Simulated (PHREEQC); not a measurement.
A solution holds 7.6 mmol/kgw H3PO4, 0.14 mmol/kgw H2SO4 and 2.1 mmol/kgw H3AsO4, at 25 °C. Closed to the air; pH follows from the charge balance.

Computed with PHREEQC (ion-association model, wateq4f.dat).

```csv
quantity,before,after
pH,2.27,2.32
ionic strength (mol/kgw),0.00581,0.00518
H2PO4- (mol/kgw),0.00441,0.00462
H3PO4 (mol/kgw),0.00319,0.00298
H2AsO4- (mol/kgw),0.00106,0.000224
H3AsO4 (mol/kgw),0.00104,0.000196
```

Problem. Which change was made?
(A) temperature from 25 to 60 °C
(B) H3AsO4 from 0.0021 to 0.00042 mol/kgw
(C) diluted 2-fold with water
(D) 0.011 mol/kgw NaCl added
(E) diluted 100-fold with water

Solution. B, H3AsO4 from 0.0021 to 0.00042 mol/kgw

Precipitation was switched off in this run. H3PO4, which wateq4f.dat lacks, is added to it with the constant of phreeqc.dat.
